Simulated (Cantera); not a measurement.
An isothermal, constant-pressure homogeneous reactor starts with NH3 : H2 = 1 : 3.7 (molar parts), at 2325 K and 1.00 bar.

Model: the gas-phase N/H chemistry of the illustrative SiF4/NH3 mechanism in the Surface Chemkin manual (1991), integrated in Cantera. Walls and surfaces, which speed up NH3 decomposition in real reactors, are not modelled.

x: mole fraction; the columns are a selection and need not sum to one.

```tsv
t (s)	x NH3	x H2	x NH2	x N2	x N
1.00e-6	0.213	0.787	4.53e-5	1.41e-11	9.81e-11
5.66e-6	0.212	0.787	0.000254	1.03e-7	2.91e-8
3.21e-5	0.211	0.786	0.00121	0.000178	3.25e-6
0.000182	0.196	0.795	0.00155	0.00622	7.83e-6
0.00103	0.128	0.834	0.00117	0.0342	8.01e-6
0.00583	0.0131	0.899	0.000254	0.0819	8.55e-6
0.0330	0.000130	0.902	4.84e-6	0.0872	6.10e-7
0.187	(withheld)	0.902	(withheld)	0.0873	(withheld)
1.06	(withheld)	0.902	(withheld)	0.0873	(withheld)
6.00	3.21e-6	0.902	1.19e-7	0.0873	1.51e-8
```

Problem. What belongs in the gaps?

Solution. 
- 0.187, x NH3: 1.76e-5
- 0.187, x NH2: 6.53e-7
- 0.187, x N: 8.24e-8
- 1.06, x NH3: 4.03e-6
- 1.06, x NH2: 1.50e-7
- 1.06, x N: 1.89e-8
